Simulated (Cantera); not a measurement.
An isothermal, constant-pressure homogeneous reactor starts with 95.6 % NH3, 4.40 % H2, at 1850 K and 0.464 atm.

Cantera simulation using the gas-phase N/H chemistry of the illustrative SiF4/NH3 mechanism in the Surface Chemkin manual (1991); the numbers are that mechanism's predictions, not measurements. Walls and surfaces, which speed up NH3 decomposition in real reactors, are not modelled.

One state of this run: x NH3 = 0.00440; x H2 = 0.752; x N2H2 = 1.67e-9; x NH = 3.79e-7; x N2H4 = 8.54e-11; x N = 5.61e-8; x N2 = 0.243. x: mole fraction; the columns are a selection and need not sum to one.

### Question
Which value of t (s) does it belong to?
(A) 4.79
(B) 0.0660
(C) 3.00e-6
(D) 0.0158

### Answer
A, 4.79
